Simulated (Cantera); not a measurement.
Input (Python, Cantera) and output of one run.

```python
import numpy as np
import cantera as ct

gas_names = """
    H H2 Pb Pb2
""".split()
cond_names = """
    Pb(cr) Pb(L)
""".split()


# ... load() reads the species with a 1 bar reference pressure and builds the phases ...
atoms = {
    'Pb': {'Pb': 1},
    'H2': {'H': 2},
}
top_T = {}  # K; cautious upper limits of use, not melting points


# ... equilibrate(T, P, feed) seeds the gas with the atoms and calls Mixture.equilibrate('TP', solver="vcs", rtol=1e-11, max_steps=5000) ...
results = []
feed = {'Pb': 1, 'H2': 1.1}  # mol
P = 133.322  # Pa
for T in [525, 625, 725, 825, 925, 1025, 1125, 1225, 1325, 1425, 1525]:
    mix = equilibrate(T, P, feed)
    results.append((T, P, feed, dict(zip(mix.species_names, mix.species_moles))))

top = {s: max(r[3][s] / sum(r[3][g] for g in gas_names) for r in results) for s in gas_names}
cols = sorted((s for s in top if top[s] > 0.001), key=lambda s: -top[s])[:6]
seen = [c for c in cond_names if any(r[3].get(c, 0) > 1e-12 for r in results)]
print("log10 of partial pressures in bar; condensed amounts in mol")
print(f"{'T/K':>10s}" + "".join(f"{s[:9]:>10s}" for s in cols + seen))
for T, P, feed, n in results:
    ng = sum(n[g] for g in gas_names)
    print(f"{T:10.4g}" + "".join(f"{np.log10(max(n[s] / ng * P / 1e5, 1e-99)):10.3f}" for s in cols)
          + "".join(f"{n.get(c, 0):10.4g}" for c in seen))
```

It prints:

```
log10 of partial pressures in bar; condensed amounts in mol
       T/K        H2        Pb    Pb(cr)     Pb(L)
       525    -2.875   -13.691         1         0
       625    -2.875   -10.632         0         1
       725    -2.875    -8.472         0         1
       825    -2.875    -6.843         0    0.9999
       925    -2.876    -5.573         0    0.9978
      1025    -2.884    -4.556         0    0.9766
      1125    -2.942    -3.723         0     0.818
      1225    -3.156    -3.197         0         0
      1325    -3.156    -3.197         0         0
      1425    -3.156    -3.197         0         0
      1525    -3.156    -3.197         0         0
```

These are equilibrium values from Cantera (NASA tables, ideal gas, pure condensed phases), not measurements of a reactor.
